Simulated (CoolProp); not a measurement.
Vapour-liquid equilibrium of propane (1) + neopentane (2) at 31.65 °C; x and y are mole fractions of (1).

Values from CoolProp's multi-fluid Helmholtz-energy mixture model, Lemmon 2009 and Lemmon 2006; pair parameters Bell 2016.

```json
[
 {"x": "0.05", "bubble pressure (bar)": "2.331", "y at the bubble point": "0.133", "dew pressure at overall composition x (bar)": "2.188", "liquid density (mol/L)": "8.131"},
 {"x": "0.15", "bubble pressure (bar)": "2.787", "y at the bubble point": "0.340", "dew pressure at overall composition x (bar)": "2.364", "liquid density (mol/L)": "8.412"},
 {"x": "0.25", "bubble pressure (bar)": "3.297", "y at the bubble point": "0.502", "dew pressure at overall composition x (bar)": "2.569", "liquid density (mol/L)": "8.707"},
 {"x": "0.35", "bubble pressure (bar)": "3.901", "y at the bubble point": "0.635", "dew pressure at overall composition x (bar)": "2.813", "liquid density (mol/L)": "9.015"},
 {"x": "0.45", "bubble pressure (bar)": "4.636", "y at the bubble point": "0.743", "dew pressure at overall composition x (bar)": "3.112", "liquid density (mol/L)": "9.333"},
 {"x": "0.55", "bubble pressure (bar)": "5.532", "y at the bubble point": "0.829", "dew pressure at overall composition x (bar)": "3.488", "liquid density (mol/L)": "9.657"},
 {"x": "0.65", "bubble pressure (bar)": "6.604", "y at the bubble point": "0.894", "dew pressure at overall composition x (bar)": "3.986", "liquid density (mol/L)": "9.982"},
 {"x": "0.75", "bubble pressure (bar)": "7.840", "y at the bubble point": "0.941", "dew pressure at overall composition x (bar)": "4.693", "liquid density (mol/L)": "10.30"},
 {"x": "0.85", "bubble pressure (bar)": "9.193", "y at the bubble point": "0.972", "dew pressure at overall composition x (bar)": "5.823", "liquid density (mol/L)": "10.59"},
 {"x": "0.95", "bubble pressure (bar)": "10.57", "y at the bubble point": "0.993", "dew pressure at overall composition x (bar)": "8.171", "liquid density (mol/L)": "10.83"}
]
```

No azeotrope shows between x = 0.05 and 0.95.

Pair parameters are fitted to limited data, so mixtures are less certain than the pure fluids.
